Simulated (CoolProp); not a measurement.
Values from CoolProp's reference Helmholtz-energy equation of state, Lemmon 2006. It is a short technical equation, of lower accuracy than the large ones.

Q: For C2F6 (R116), give the phase and the cp (kJ/(kg K)), expansivity (1/kK) at 214.2 K and 27.1 bar.

A: 
- 214.2 K and 27.1 bar: liquid; cp 0.982, expansivity 3.04
